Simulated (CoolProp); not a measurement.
Model: reference Helmholtz-energy equation of state, Gao 2016, in CoolProp.

**Question.** For sulfur dioxide, give the phase and the Z, cp (kJ/(kg K)), cv (kJ/(kg K)) at 260.8 K and 6.62 MPa.

**Answer.** 
- 260.8 K and 6.62 MPa: liquid; Z 0.132, cp 1.35, cv 0.823
